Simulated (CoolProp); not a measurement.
Octamethylcyclotetrasiloxane (D4) along the isobar 3.22 MPa: density (kg/m³) from the reference equation and from simpler models built on Tc = 313.4 °C, pc = 1.347 MPa, ω = 0.598; each cubic takes its own stable root.

Model: reference Helmholtz-energy equation of state, Thol 2015, in CoolProp.

```tsv
T (°C)	phase	reference	van der Waals	Peng-Robinson
63.55	liquid	912.3	535.0	919.6
83.35	liquid	890.0	526.3	904.1
103.15	liquid	867.4	517.3	887.2
122.85	liquid	844.6	508.1	868.7
142.65	liquid	821.2	498.5	848.5
162.45	liquid	797.1	488.6	826.2
182.25	liquid	772.4	478.3	801.7
201.95	liquid	746.7	467.7	774.7
221.75	liquid	719.8	[?]	744.5
241.55	liquid	691.2	444.9	[?]
261.35	liquid	660.4	432.6	[?]
281.05	liquid	626.9	419.8	630.5
300.85	liquid	589.1	406.3	582.1
320.65	supercritical	545.5	391.9	527.2
340.45	supercritical	[?]	376.7	466.0
```

Task: Fill in the missing entries.

Result: 
- 221.75, van der Waals: 456.5
- 241.55, Peng-Robinson: 710.8
- 261.35, Peng-Robinson: 673.0
- 340.45, reference: 493.7
